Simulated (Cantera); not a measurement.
Input (Python, Cantera) and output of one run.

```python
import numpy as np
import cantera as ct

gas_names = """
    B BH BH2 BH3 BN BO BO2 B2 B2O B2O2 B2O3 B3O3H3 H HBO HBO2 HNO HNO2 HNO3 HO2 H2 H2O H2O2 H3B3O6 N NH
    NH2 NH3 NH2OH NO NO2 NO3 N2 N2H2 N2H4 N2O O OH O2 O3
""".split()
cond_names = """
    B(b) B(L) BN(s) B2O3(L) B3O3H3(cr) H2O(s) H2O(L)
""".split()


# ... load() reads the species with a 1 bar reference pressure and builds the phases ...
atoms = {
    'borazine': {'B': 3, 'N': 3, 'H': 6},
    'O2': {'O': 2},
    'N2': {'N': 2},
}
top_T = {'BN(s)': 3200}  # K; cautious upper limits of use, not melting points


# ... equilibrate(T, P, feed) seeds the gas with the atoms and calls Mixture.equilibrate('TP', solver="vcs", rtol=1e-11, max_steps=5000) ...
results = []
feed = {'borazine': 1, 'O2': 0.16, 'N2': 11}  # mol
T = 1473.15  # K
P = 133.322  # Pa
mix = equilibrate(T, P, feed)
results.append((T, P, feed, dict(zip(mix.species_names, mix.species_moles))))
x = sorted(zip(gas.X, gas.species_names), reverse=True)
print(f"T = {T:g} K  P = {P:g} Pa  gas = {mix.phase_moles(0):.4g} mol")
print("   x: " + "  ".join(f"{s} {v:.3e}" for v, s in x if v > 0.001))
print("   condensed (mol): " + ("  ".join(f"{mix.phase(i).name} {mix.phase_moles(i):.4g}"
      for i in range(1, mix.n_phases) if mix.phase_moles(i) > 1e-12) or "none"))
```

Result:

```
T = 1473.15 K  P = 133.322 Pa  gas = 14.21 mol
   x: N2 7.814e-01  H2 2.076e-01  B2O3 3.806e-03  HBO2 3.700e-03  HBO 2.875e-03
   condensed (mol): BN(s) 2.788
```

Method: chemical equilibrium by Gibbs-energy minimisation in Cantera with the NASA 1993 tables (ideal gas, pure condensed phases). The feed counts by its element totals alone.
